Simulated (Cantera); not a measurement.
Charge: 1 mol Pb, 0.11 mol H₂, equilibrated at 10.0 mbar.

Cantera equilibrium calculation (NASA polynomials, part measured and part estimated; ideal gas, pure solids and liquids). Candidate condensed phases: Pb; 4 gas species. Rates play no part.

Problem. Which condensed phases are stable at each of these points (T (K)): 475, 550, 625, 700, 775, 850, 925, 1000, 1075, 1150, 1225, 1300?

Solution. 
| T (K) | condensed phases | Pb condensed (%) |
|---|---|---|
| 475 | Pb(s) | 100.0 |
| 550 | Pb(s) | 100.0 |
| 625 | Pb(l) | 100.0 |
| 700 | Pb(l) | 100.0 |
| 775 | Pb(l) | 100.0 |
| 850 | Pb(l) | 100.0 |
| 925 | Pb(l) | 100.0 |
| 1000 | Pb(l) | 100.0 |
| 1075 | Pb(l) | 99.9 |
| 1150 | Pb(l) | 99.7 |
| 1225 | Pb(l) | 98.9 |
| 1300 | Pb(l) | 96.1 |

From 475 K to 550 K the condensed part is Pb(s). From 625 K to 1300 K the condensed part is Pb(l).
